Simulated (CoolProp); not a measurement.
Values from CoolProp's reference Helmholtz-energy equation of state, McLinden 2015.

### Question
For the fluoroketone C6F12O (FK-5-1-12), give the phase and the density (kg/m³), cp (kJ/(kg K)), cv (kJ/(kg K)), Joule-Thomson coefficient (K/MPa) at 361.3 K and 1.38 bar.

### Answer
- 361.3 K and 1.38 bar: gas; density 15.4, cp 0.933, cv 0.898, Joule-Thomson coefficient 16.5
